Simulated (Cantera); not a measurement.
Charge: 1 mol SiCl4, 1.4 mol HCl, 81 mol H2, at 1.33 mbar.

Method: chemical equilibrium by Gibbs-energy minimisation in Cantera with the NASA 1993 tables (ideal gas, pure condensed phases). Candidate condensed phases: Si; 19 gas species. The tables' values for SiCl3 are old estimates; treat these amounts as uncertain. Kinetics and transport are ignored. All values below are at 1325 K.

Base state: H2 0.943, HCl 0.0494, SiCl2 0.00708, SiCl3 0.000118, H 4.35e-5, SiCl4 1.07e-5, SiHCl3 1.04e-5 (mole fractions); condensed: Si(s).

Question: What changes in the equilibrium state with this change: SiCl4 replaced by Si2Cl6?

Answer: 
```
species       before     after
----------  --------  --------
H2             0.943     0.926
HCl           0.0494    0.0626
SiCl2        0.00708    0.0116
SiCl4        1.07e-5   2.86e-5
SiCl3       0.000118  0.000247
Si(s), mol     0.390     0.985
```
The feed counts by its element totals alone.

Question: What changes in the equilibrium state with this change: SiCl4 replaced by SiH2Cl2?

Answer: 
```
species       before    after
----------  --------  -------
H2             0.943    0.963
HCl           0.0494   0.0337
SiCl2        0.00708  0.00323
SiCl4        1.07e-5  2.22e-6
SiCl3       0.000118  3.63e-5
SiHCl3       1.04e-5  3.25e-6
H            4.35e-5  4.40e-5
Si(s), mol     0.390    0.724
```
